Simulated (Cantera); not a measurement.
A perfectly stirred reactor is fed with CH4 : H2 : O2 = 0.003 : 1 : 0.0024 (molar parts), equivalence ratio 210, at 0.0132 atm; it is held at 2225 K, and followed from long to short residence time.

Cantera simulation using GRI-Mech 3.0 (53 species, 325 reactions); the numbers are that mechanism's predictions, not measurements. Radical loss at walls, strong at low pressure, is not modelled.

x: mole fraction; the columns are a selection and need not sum to one.

```
τ (s)      x CH4   x H2      x O2     x HO2    x H2O
------  --------  -----  --------  --------  -------
14       7.51e-6  0.944   1.45e-8  1.04e-12  0.00176
3.6      3.05e-5  0.952   6.51e-8  5.25e-12  0.00201
0.92    0.000120  0.963   3.51e-7  3.80e-11  0.00289
0.24    0.000386  0.972   1.91e-6  2.84e-10  0.00398
0.062    0.00103  0.977   1.04e-5         …  0.00451
0.016    0.00203  0.982   6.03e-5         …  0.00458
0.0042   0.00260  0.987  0.000348         …  0.00405
0.0011   0.00285  0.991   0.00147         …  0.00182
```

Question: Fill in the missing entries.

Answer: 
- 0.062, x HO2: 2.09e-9
- 0.016, x HO2: 1.72e-8
- 0.0042, x HO2: 1.50e-7
- 0.0011, x HO2: 1.11e-6
